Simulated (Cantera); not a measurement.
Input: 1 mol NiS, 13 mol H₂, 2.6 mol N₂, equilibrated at 1.00 Torr.

Method: chemical equilibrium by Gibbs-energy minimisation in Cantera with the NASA 1993 tables (ideal gas, pure condensed phases). Candidate condensed phases: Ni, NiS, NiS₂, Ni₃S₂, Ni₃S₄, S; 17 gas species. Metal and sulfide melt together well below either melting point, which pure phases cannot show. Mutual solubility and eutectic melting of coexisting phases are not modelled. Gases not in the tables: S₃ to S₇. The numbers say what is thermodynamically allowed, not how fast it happens.

x: gas mole fraction; n: condensed amount in mol.

```csv
T (K),x H₂,x N₂,x S₂,x H₂S,n Ni₃S₂(l),n Ni(s)
1225,0.813,0.166,0.00117,0.0189,0.333,0
1275,0.814,0.166,___,___,0.333,0
1325,0.815,0.166,0.00289,0.0152,0.333,0
1375,0.817,0.166,0.00386,0.0130,0.333,0
1425,0.818,0.166,0.00476,0.0110,0.333,0
1475,0.817,0.165,0.00629,0.00972,0.316,0.0515
1525,0.811,0.164,0.0116,0.0103,0.220,0.337
1575,0.802,0.163,0.0204,0.0108,0.0620,0.809
1625,0.798,0.162,0.0242,___,0,0.988
1675,0.797,0.162,0.0243,0.00771,0,0.971
```

Problem. Complete the blanks.

Solution. 
- 1275, x S₂: 0.00195
- 1275, x H₂S: 0.0172
- 1625, x H₂S: 0.00941
